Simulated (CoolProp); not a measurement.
The numbers come from the reference Helmholtz-energy equation of state, Lemmon 2006 in CoolProp. It is a short technical equation, of lower accuracy than the large ones.

Problem. Give the vapour pressure (bar), liquid density (kg/m³), vapour density (kg/m³), liquid cp (kJ/(kg K)) of saturated carbonyl sulfide at 361.6 K.

Solution. 
| T (K) | p (bar) | liquid density (kg/m³) | vapour density (kg/m³) | liquid cp (kJ/(kg K)) |
|---|---|---|---|---|
| 361.6 | 47.4 | 732 | 171 | 2.56 |
